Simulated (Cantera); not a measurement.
Hydrocarbon pyrolysis for carbon deposition

A perfectly stirred reactor is fed with 13.9 % C₂H₄, 86.1 % H₂, at 40000 Pa; it is held at 1425 K, and followed from long to short residence time.

Detailed kinetics in Cantera: GRI-Mech 3.0 (53 species, 325 reactions). GRI-Mech 3.0 was tuned for natural gas; its chemistry of ethylene as a main component is partial and can be far from experiment. GRI-Mech 3.0 stops at C3 and has no aromatics, soot or wall deposition, so with more carbon than oxygen in the feed, carbon stays in small species such as C2H2 where larger ones or solid carbon would form.

```json
[
 {"τ (s)": "0.92", "x C₂H₄": "0.0220", "x H₂": "0.852", "x C₂H₆": "8.95e-5", "x C₂H₂": "0.0881", "x H": "2.17e-5", "x CH₃": "1.96e-5", "x CH₄": "0.0381"},
 {"τ (s)": "0.56", "x C₂H₄": "0.0241", "x H₂": "0.856", "x C₂H₆": "9.84e-5", "x C₂H₂": "0.0894", "x H": "2.42e-5", "x CH₃": "1.72e-5", "x CH₄": "0.0299"},
 {"τ (s)": "0.34", "x C₂H₄": "0.0269", "x H₂": "0.860", "x C₂H₆": "0.000110", "x C₂H₂": "0.0895", "x H": "2.67e-5", "x CH₃": "1.48e-5", "x CH₄": "0.0233"},
 {"τ (s)": "0.21", "x C₂H₄": "0.0305", "x H₂": "0.863", "x C₂H₆": "0.000125", "x C₂H₂": "0.0882", "x H": "2.90e-5", "x CH₃": "1.26e-5", "x CH₄": "0.0183"},
 {"τ (s)": "0.13", "x C₂H₄": "0.0354", "x H₂": "0.865", "x C₂H₆": "0.000146", "x C₂H₂": "0.0853", "x H": "3.09e-5", "x CH₃": "1.07e-5", "x CH₄": "0.0144"},
 {"τ (s)": "0.079", "x C₂H₄": "0.0425", "x H₂": "0.866", "x C₂H₆": "0.000175", "x C₂H₂": "0.0802", "x H": "3.26e-5", "x CH₃": "9.00e-6", "x CH₄": "0.0113"},
 {"τ (s)": "0.048", "x C₂H₄": "0.0522", "x H₂": "0.866", "x C₂H₆": "0.000213", "x C₂H₂": "0.0726", "x H": "3.38e-5", "x CH₃": "7.53e-6", "x CH₄": "0.00879"},
 {"τ (s)": "0.030", "x C₂H₄": "0.0637", "x H₂": "0.866", "x C₂H₆": "0.000257", "x C₂H₂": "0.0633", "x H": "3.44e-5", "x CH₃": "6.28e-6", "x CH₄": "0.00685"},
 {"τ (s)": "0.018", "x C₂H₄": "0.0782", "x H₂": "0.865", "x C₂H₆": "0.000307", "x C₂H₂": "0.0511", "x H": "3.46e-5", "x CH₃": "5.04e-6", "x CH₄": "0.00503"},
 {"τ (s)": "0.011", "x C₂H₄": "0.0929", "x H₂": "0.864", "x C₂H₆": "0.000350", "x C₂H₂": "0.0388", "x H": "3.41e-5", "x CH₃": "3.94e-6", "x CH₄": "0.00352"},
 {"τ (s)": "0.0068", "x C₂H₄": "0.106", "x H₂": "0.864", "x C₂H₆": "0.000374", "x C₂H₂": "0.0275", "x H": "3.29e-5", "x CH₃": "2.98e-6", "x CH₄": "0.00230"}
]
```
x: mole fraction; the columns are a selection and need not sum to one.
